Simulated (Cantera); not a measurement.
An isothermal, constant-pressure homogeneous reactor starts with 6.67 % NO, 93.3 % N2, at 2048 K and 101000 Pa.

Model: GRI-Mech 3.0 (53 species, 325 reactions), integrated in Cantera.

Task: Predict: x(NO) at 2.00 s; x(N2O) at 2.00 s; x(N2) at 2.00 s; x(O2) at 2.00 s; x(NO2) at 2.00 s.

Result: 
```json
{
  "x(NO) at 2.00 s": "0.0238 (gas-phase equilibrium 0.00374)",
  "x(N2O) at 2.00 s": "4.60e-7 (gas-phase equilibrium 2.33e-7)",
  "x(N2) at 2.00 s": "0.955 (gas-phase equilibrium 0.965)",
  "x(O2) at 2.00 s": "0.0213 (gas-phase equilibrium 0.0314)",
  "x(NO2) at 2.00 s": "1.23e-5 (gas-phase equilibrium 2.32e-6)"
}
```
